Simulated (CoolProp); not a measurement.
Vapour-liquid equilibrium of hydrogen sulfide (1) + isobutane (2) at 0.748 bar; x and y are mole fractions of (1).

The numbers come from the multi-fluid Helmholtz-energy mixture model, Lemmon 2006 and Bücker 2006; pair parameters Kunz 2012 in CoolProp.

```json
[
 {"x": "0.05", "bubble temperature, mixture model (°C)": "-31.5", "bubble temperature, Raoult's law (°C)": "-26.1", "y, mixture model": "0.441", "y, Raoult's law": "0.294"},
 {"x": "0.2", "bubble temperature, mixture model (°C)": "-51.4", "bubble temperature, Raoult's law (°C)": "-39.8", "y, mixture model": "0.827", "y, Raoult's law": "0.691"},
 {"x": "0.35", "bubble temperature, mixture model (°C)": "-58.9", "bubble temperature, Raoult's law (°C)": "-48.3", "y, mixture model": "0.903", "y, Raoult's law": "0.840"},
 {"x": "0.5", "bubble temperature, mixture model (°C)": "-61.8", "bubble temperature, Raoult's law (°C)": "-54.2", "y, mixture model": "0.927", "y, Raoult's law": "0.912"},
 {"x": "0.65", "bubble temperature, mixture model (°C)": "-63.1", "bubble temperature, Raoult's law (°C)": "-58.7", "y, mixture model": "0.940", "y, Raoult's law": "0.953"},
 {"x": "0.8", "bubble temperature, mixture model (°C)": "-64.2", "bubble temperature, Raoult's law (°C)": "-62.3", "y, mixture model": "0.953", "y, Raoult's law": "0.979"},
 {"x": "0.95", "bubble temperature, mixture model (°C)": "-65.6", "bubble temperature, Raoult's law (°C)": "-65.2", "y, mixture model": "0.982", "y, Raoult's law": "0.996"}
]
```

The largest gap from Raoult's law is -11.6 K in bubble temperature, at x = 0.2. No azeotrope shows between x = 0.05 and 0.95.

Pair parameters are fitted to limited data, so mixtures are less certain than the pure fluids. With so large a gap from Raoult's law the liquid may split in two, which this calculation doesn't test in full.
